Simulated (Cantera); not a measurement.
What does this Cantera script print?

```python
import numpy as np
import cantera as ct

gas_names = [...]  # 169 gases of nasa_gas.yaml made of C, H, N, O
cond_names = """
    C(gr) C6H6(L) C7H8(L) C8H18(L),n-octa H2O(s) H2O(L)
""".split()


# ... load() reads the species with a 1 bar reference pressure and builds the phases ...
atoms = {
    'C3H6': {'C': 3, 'H': 6},
    'H2O': {'H': 2, 'O': 1},
    'N2': {'N': 2},
    'O2': {'O': 2},
}
top_T = {'C(gr)': 4500}  # K; cautious upper limits of use, not melting points


# ... equilibrate(T, P, feed) seeds the gas with the atoms and calls Mixture.equilibrate('TP', solver="vcs", rtol=1e-11, max_steps=5000) ...
results = []
feed = {'C3H6': 1, 'H2O': 2.5, 'N2': 20, 'O2': 0.24}  # mol
P = 120000  # Pa
for T in [2000, 2250, 2500, 2750, 3000, 3250, 3500, 3750, 4000, 4250, 4500, 4750, 5000]:
    mix = equilibrate(T, P, feed)
    results.append((T, P, feed, dict(zip(mix.species_names, mix.species_moles))))

top = {s: max(r[3][s] / sum(r[3][g] for g in gas_names) for r in results) for s in gas_names}
cols = sorted((s for s in top if top[s] > 0.0001), key=lambda s: -top[s])[:5]
seen = [c for c in cond_names if any(r[3].get(c, 0) > 1e-12 for r in results)]
print("log10 of partial pressures in bar; condensed amounts in mol")
print(f"{'T/K':>10s}" + "".join(f"{s[:9]:>10s}" for s in cols + seen))
for T, P, feed, n in results:
    ng = sum(n[g] for g in gas_names)
    print(f"{T:10.4g}" + "".join(f"{np.log10(max(n[s] / ng * P / 1e5, 1e-99)):10.3f}" for s in cols)
          + "".join(f"{n.get(c, 0):10.4g}" for c in seen))
```

Output:

```
log10 of partial pressures in bar; condensed amounts in mol
       T/K        N2         H        H2        CO         N
      2000    -0.075    -3.107    -0.637    -0.901    -9.082
      2250    -0.075    -2.449    -0.640    -0.902    -7.688
      2500    -0.077    -1.924    -0.649    -0.903    -6.573
      2750    -0.080    -1.501    -0.673    -0.907    -5.660
      3000    -0.087    -1.162    -0.721    -0.914    -4.900
      3250    -0.098    -0.897    -0.808    -0.925    -4.259
      3500    -0.112    -0.702    -0.947    -0.939    -3.711
      3750    -0.126    -0.572    -1.146    -0.953    -3.236
      4000    -0.138    -0.495    -1.394    -0.964    -2.820
      4250    -0.145    -0.454    -1.669    -0.973    -2.451
      4500    -0.151    -0.434    -1.947    -0.979    -2.121
      4750    -0.157    -0.426    -2.213    -0.988    -1.827
      5000    -0.165    -0.424    -2.464    -1.000    -1.562
```

Equilibrium computed with Cantera from the NASA thermochemical tables; the gas is ideal and each condensed phase is pure.
